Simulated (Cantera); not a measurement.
Input: 1 mol Cu₂O, 4.2 mol C, 0.76 mol N₂, at 9.60 mbar.

Method: chemical equilibrium by Gibbs-energy minimisation in Cantera with the NASA 1993 tables (ideal gas, pure condensed phases). Candidate condensed phases: C, Cu, CuO, Cu₂O; 27 gas species. Equilibrium is a limit: real reactors are often held back by kinetics, nucleation or transport.

x: gas mole fraction; n: condensed amount in mol.

```csv
T (°C),x CO,x Cu,x N₂,x CO₂,n C(graphite),n Cu(s),n Cu(l)
700,0.564,5.34e-10,0.433,0.00306,3.21,2.00,0
900,0.568,5.95e-7,0.432,8.64e-5,3.20,2.00,0
1100,0.568,8.23e-5,0.432,7.04e-6,3.20,0,2.00
1300,0.567,___,0.431,___,3.20,0,2.00
1500,0.545,___,0.414,___,3.20,0,1.92
1700,0.370,0.348,0.281,3.83e-8,3.20,0,1.05
1900,0.266,0.530,0.202,8.17e-9,3.20,0,0
```

Q: Fill in the missing entries.

A: 
- 1500, x Cu: 0.0411
- 1500, x CO₂: 2.51e-7
- 1300, x Cu: 0.00276
- 1300, x CO₂: 1.11e-6
